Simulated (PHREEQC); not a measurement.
Solution (25 °C): 0.0064 mol/kgw Cu(BF4)2, 0.049 mol/kgw HBF4 and 0.00018 mol/kgw H3BO3. Closed to the air; pH follows from the charge balance.

All values are PHREEQC results (ion-association model, phreeqc.dat), not measurements.

```tsv
quantity	before	after
pH	1.40	1.40
ionic strength (mol/kgw)	0.0661	0.0469
BF4- (mol/kgw)	0.0574	0.0450
HF (mol/kgw)	0.0115	0.0110
H3BO3 (mol/kgw)	0.00256	0.00253
BF3OH- (mol/kgw)	0.00181	0.00148
```

Question: Name the change that produced these shifts.
(A) HBF4 replaced by NaHF2 at the same molality
(B) H3BO3 from 0.00018 to 3.6e-05 mol/kgw
(C) temperature from 25 to 75 °C
(D) Cu(BF4)2 left out

Answer: D, Cu(BF4)2 left out

This is a speciation only: nothing precipitates in the calculation. Real BF4- forms and hydrolyses slowly; the run takes it at equilibrium.
